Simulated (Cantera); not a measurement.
Charge: 1 mol Si, 0.58 mol NF3, 2.7 mol F2, held at 925 K and 13.3 mbar.

These are equilibrium values from Cantera (NASA tables, ideal gas, pure condensed phases), not measurements of a reactor. Candidate condensed phases: Si, Si3N4; 16 gas species. The numbers say what is thermodynamically allowed, not how fast it happens.

Task: What is the equilibrium state?

Result: 
```json
{
  "x(F2)": "0.369",
  "x(SiF4)": "0.310",
  "x(F)": "0.231",
  "x(N2)": "0.0892",
  "x(NF3)": "0.00128",
  "gas_amount": "3.229 mol",
  "log10 activity of Si(s) (absent)": "-81.47"
}
```
